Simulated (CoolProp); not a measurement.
A simple Rankine cycle with R142b: condensing at 320.15 K, boiler at 1.95 MPa, turbine inlet 374.8 K, turbine efficiency 0.7, pump efficiency 0.8, no recuperator. Each further row changes one setting.

Values from CoolProp's reference Helmholtz-energy equation of state, Lemmon 2006. It is a short technical equation, of lower accuracy than the large ones.

```json
[
 {"case": "as stated", "thermal efficiency (%)": "7.7", "net work (kJ/kg)": "?", "heat in (kJ/kg)": "216", "turbine exit temperature (K)": "333.0", "volume ratio over the turbine": "3.42"},
 {"case": "turbine inlet 394.8 K", "thermal efficiency (%)": "7.8", "net work (kJ/kg)": "18.8", "heat in (kJ/kg)": "?", "turbine exit temperature (K)": "?", "volume ratio over the turbine": "?"},
 {"case": "condensing temperature 312.15 K", "thermal efficiency (%)": "8.8", "net work (kJ/kg)": "20.0", "heat in (kJ/kg)": "227", "turbine exit temperature (K)": "326.8", "volume ratio over the turbine": "4.25"},
 {"case": "boiler pressure 1.36 MPa", "thermal efficiency (%)": "5.6", "net work (kJ/kg)": "12.8", "heat in (kJ/kg)": "229", "turbine exit temperature (K)": "?", "volume ratio over the turbine": "?"},
 {"case": "turbine efficiency 0.6", "thermal efficiency (%)": "6.5", "net work (kJ/kg)": "?", "heat in (kJ/kg)": "216", "turbine exit temperature (K)": "335.6", "volume ratio over the turbine": "3.46"}
]
```

Task: Complete the blanks.

Result: 
- as stated, net work (kJ/kg): 16.6
- turbine inlet 394.8 K, heat in (kJ/kg): 241
- turbine inlet 394.8 K, turbine exit temperature (K): 356.3
- turbine inlet 394.8 K, volume ratio over the turbine: 3.27
- boiler pressure 1.36 MPa, turbine exit temperature (K): 349.9
- boiler pressure 1.36 MPa, volume ratio over the turbine: 2.22
- turbine efficiency 0.6, net work (kJ/kg): 14.0
